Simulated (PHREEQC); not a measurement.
Consider water at 25 °C with 11 mmol/kgw Pb(NO3)2 and 29 mmol/kgw KNO3. Closed to the air; pH follows from the charge balance.

Equilibrium calculation in PHREEQC: ion-association model, phreeqc.dat.

```
Item                    Result
--------------  --------------
pH                        4.99
ionic strength  0.0568 mol/kgw
density            1.002 g/cm³
```

| species | molality | activity | log γ |
|---|---|---|---|
| NO3- | 0.0484 | 0.0386 | -0.098 |
| K+ | 0.0290 | 0.0233 | -0.095 |
| Pb+2 | 0.00840 | 0.00368 | -0.358 |
| PbNO3+ | 0.00258 | 0.00210 | -0.089 |
| H+ | 1.22e-5 | 1.03e-5 | -0.071 |
| PbOH+ | 8.53e-6 | 6.94e-6 | -0.089 |
| Pb2OH+3 | 3.66e-6 | 5.72e-7 | -0.805 |
| OH- | 1.22e-9 | 9.78e-10 | -0.095 |

Precipitation was switched off in this run.
